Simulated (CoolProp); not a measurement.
Vapour-liquid equilibrium of carbon dioxide (1) + dimethyl ether (2) at 8.82 bar; x and y are mole fractions of (1).

The numbers come from the multi-fluid Helmholtz-energy mixture model, Span 1996 and Wu 2011; pair parameters Bell 2016 in CoolProp.

Q: Give the bubble temperature and the first vapour's composition at x = 0.05, 0.125, 0.95. Is there an azeotrope?

A: x = 0.05: 303.9 K, y = 0.224; x = 0.125: 291.9 K, y = 0.475; x = 0.95: 231.2 K, y = 0.997. No azeotrope shows between x = 0.05 and 0.95.

The pair parameters rest on a limited set of measurements; away from them the model extrapolates.
